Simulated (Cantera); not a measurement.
Catalytic combustion on Pt

An isothermal plug-flow reactor at 975 K and 500000 Pa (inlet), inlet velocity 1.6 m/s, active area per volume 1000 1/m; feed CH4 : O2 : N2 : H2O = 0.0028 : 0.019 : 1.3 : 0.089 (molar parts).

Cantera simulation using Deutschmann's 1995 Pt surface mechanism with GRI-Mech 3.0 gas chemistry; the numbers are that mechanism's predictions, not measurements. Catalytic surfaces can have several steady states; this one follows from the mechanism file's or the stated starting coverage. Mass transfer to the wall is taken as infinitely fast.

| z (m) | x CH4 | x O2 | x H2O | x CO2 | x CO | θ free Pt | θ O* | θ OH* |
|---|---|---|---|---|---|---|---|---|
| 0.00054 | 0.00194 | 0.0134 | 0.0632 | 3.99e-5 | 8.92e-7 | 0.189 | 0.800 | 0.0108 |
| 0.0012 | 0.00189 | 0.0133 | 0.0633 | 8.88e-5 | 8.86e-7 | 0.189 | 0.800 | 0.0108 |
| 0.0025 | 0.00180 | 0.0131 | 0.0635 | 0.000182 | 8.44e-7 | 0.190 | 0.799 | 0.0108 |
| 0.0054 | 0.00160 | 0.0127 | 0.0638 | 0.000376 | 7.55e-7 | 0.191 | 0.798 | 0.0109 |
| 0.012 | 0.00123 | 0.0120 | 0.0646 | 0.000748 | 5.82e-7 | 0.193 | 0.796 | 0.0110 |
| 0.025 | 0.000706 | 0.0109 | 0.0656 | 0.00126 | 3.43e-7 | 0.197 | 0.792 | 0.0111 |
| 0.054 | 0.000193 | 0.00993 | 0.0666 | 0.00176 | 1.10e-7 | 0.201 | 0.788 | 0.0113 |
x: gas mole fraction; θ: surface coverage.
